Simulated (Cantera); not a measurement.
Si + NF₃ + N₂ (silicon etching in halogen gases)

Input: 1 mol Si, 2.1 mol NF₃, 50 mol N₂, at 827 °C and 1.05 Torr.

These are equilibrium values from Cantera (NASA tables, ideal gas, pure condensed phases), not measurements of a reactor. Candidate condensed phases: Si, Si₃N₄; 16 gas species. Equilibrium is a limit: real reactors are often held back by kinetics, nucleation or transport.

```
Property                              Value
--------------------------------  ---------
x(N₂)                                 0.939
x(F)                                 0.0422
x(SiF₄)                              0.0184
x(F₂)                               4.27e-5
gas amount                        54.35 mol
log10 activity of Si(s) (absent)     -59.33
```
